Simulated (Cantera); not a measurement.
## Equilibrium for iron carbonyl, mercury and lead vapours: Pb + O2 + N2

Feed: 1 mol Pb, 0.73 mol O2, 5.3 mol N2, equilibrated at 550 K.

Equilibrium computed with Cantera from the NASA thermochemical tables; the gas is ideal and each condensed phase is pure. Candidate condensed phases: Pb, PbO, PbO2, Pb3O4; 12 gas species. Equilibrium is a limit: real reactors are often held back by kinetics, nucleation or transport.

From 0.0750 Torr to 45.0 Torr the condensed part is PbO(red). At 165 Torr the condensed part is PbO(red) + Pb3O4(s). From 578 Torr to 7500 Torr the condensed part is Pb3O4(s).

| P (Pa) | log p N2 | log p O2 | log p NO2 | log p NO | n PbO(red) | n Pb3O4(s) |
|---|---|---|---|---|---|---|
| 10 | -4.02 | -5.38 | -13.85 | -12.72 | 1.00 | 0 |
| 36 | -3.46 | -4.82 | -13.02 | -12.16 | 1.00 | 0 |
| 130 | -2.90 | -4.27 | -12.18 | -11.60 | 1.00 | 0 |
| 460 | -2.36 | -3.72 | -11.36 | -11.06 | 1.00 | 0 |
| 1700 | -1.79 | -3.15 | -10.51 | -10.49 | 1.00 | 0 |
| 6000 | -1.24 | -2.60 | -9.69 | -9.94 | 1.00 | 0 |
| 22000 | -0.67 | -2.22 | -9.01 | -9.46 | 0.524 | 0.159 |
| 77000 | -0.12 | -2.04 | -8.56 | -9.10 | 0 | 0.333 |
| 280000 | 0.44 | -1.48 | -7.72 | -8.54 | 0 | 0.333 |
| 1000000 | 0.99 | -0.93 | -6.89 | -7.99 | 0 | 0.333 |
log p: log10 of the partial pressure in bar; n: condensed amount in mol.
